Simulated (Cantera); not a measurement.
What does this Cantera script print?

```python
import numpy as np
import cantera as ct

gas = ct.Solution("h2o2.yaml")
gas.TPX = 975, 100000, {'H2': 1, 'O2': 1.52, 'N2': 5.7}
reactor = ct.IdealGasReactor(gas, energy="on", clone=False)
net = ct.ReactorNet([reactor])
net.rtol, net.atol = 1e-08, 1e-16
show = ['H2', 'O2', 'O', 'OH', 'H2O2', 'H2O', 'HO2']
times = np.geomspace(1e-06, 0.4, 12)

steps = ct.SolutionArray(gas, extra=["t"])
rows = []
print(f"{'t/s':>10s}{'T/K':>9s}{'P/Pa':>11s}" + "".join(f"{s:>11s}" for s in show))
for t in times:
    while net.time < t:
        t_next = net.step()
        steps.append(gas.state, t=t_next)
    rows.append([np.interp(t, steps.t, y) for y in (steps.T, steps.P, *steps(*show).X.T)])
    print(f"{t:10.3e}{rows[-1][0]:9.1f}{rows[-1][1]:11.4g}" + "".join(f"{x:11.3e}" for x in rows[-1][2:]))
rate = np.gradient(steps.T, steps.t)
print("integrator steps:", len(steps.t))
if steps.T.max() > steps.T[0] + 200:
    print(f"time of steepest temperature rise: {steps.t[rate.argmax()]:.4e} s")
gas.TPX = 975, 100000, {'H2': 1, 'O2': 1.52, 'N2': 5.7}
gas.equilibrate("UV")
print(f"equilibrium (UV): T = {gas.T:.1f} K  " + "  ".join(f"{s} {gas[s].X[0]:.3e}" for s in show))
```

It prints:

```
       t/s      T/K       P/Pa         H2         O2          O         OH       H2O2        H2O        HO2
 1.000e-06    975.0      1e+05  1.217e-01  1.849e-01  3.156e-13  2.234e-13  2.913e-16  1.518e-13  8.676e-12
 3.231e-06    975.0      1e+05  1.217e-01  1.849e-01  2.484e-12  1.183e-12  3.299e-15  2.898e-12  3.154e-11
 1.044e-05    975.0      1e+05  1.217e-01  1.849e-01  1.425e-11  4.982e-12  4.240e-14  4.218e-11  1.344e-10
 3.372e-05    975.0      1e+05  1.217e-01  1.849e-01  6.967e-11  2.204e-11  7.205e-13  5.812e-10  8.183e-10
 1.089e-04    975.0      1e+05  1.217e-01  1.849e-01  5.957e-10  1.838e-10  2.364e-11  1.184e-08  1.109e-08
 3.519e-04    975.0      1e+05  1.217e-01  1.849e-01  9.354e-08  2.934e-08  8.564e-09  2.545e-06  2.116e-06
 1.137e-03   2073.8  1.999e+05  1.262e-04  1.313e-01  3.024e-04  2.478e-03  1.544e-07  1.280e-01  3.579e-06
 3.672e-03   2073.9  1.999e+05  1.244e-04  1.313e-01  2.982e-04  2.462e-03  1.544e-07  1.281e-01  3.576e-06
 1.186e-02   2073.9  1.999e+05  1.244e-04  1.313e-01  2.982e-04  2.462e-03  1.544e-07  1.281e-01  3.576e-06
 3.833e-02   2073.9  1.999e+05  1.244e-04  1.313e-01  2.982e-04  2.462e-03  1.544e-07  1.281e-01  3.576e-06
 1.238e-01   2073.9  1.999e+05  1.244e-04  1.313e-01  2.982e-04  2.462e-03  1.544e-07  1.281e-01  3.576e-06
 4.000e-01   2073.9  1.999e+05  1.244e-04  1.313e-01  2.982e-04  2.462e-03  1.544e-07  1.281e-01  3.576e-06
integrator steps: 1200
time of steepest temperature rise: 6.2860e-04 s
equilibrium (UV): T = 2073.9 K  H2 1.244e-04  O2 1.313e-01  O 2.982e-04  OH 2.462e-03  H2O2 1.544e-07  H2O 1.281e-01  HO2 3.576e-06
```

Model: the H2/O2 subset of GRI-Mech 3.0, which has no nitrogen chemistry, integrated in Cantera.
